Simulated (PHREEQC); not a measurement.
A made-up water analysis in mmol/kgw, 25 °C, pH 2.49, pe 9.7:

| constituent | mmol/kgw |
|---|---|
| Na | 19.8 |
| K | 1.87 |
| Ca | 4.34 |
| Mg | 5.46 |
| Cl | 14.6 |
| S(6) | 16.7 |
| Cu(2) | 0.0929 |

Valence states are taken as typed.

All values are PHREEQC results (ion-association model, phreeqc.dat), not measurements.

This is a speciation only: nothing precipitates in the calculation.

**Question.** Order these Ca species by the share of Ca that they hold, largest first: CaSO4, Ca+2, CaHSO4+.

**Answer.** Ca+2 (71 %), CaSO4 (28 %), CaHSO4+ (0.75 %)

The pH is 2.49 and the ionic strength 0.0566 mol/kgw.
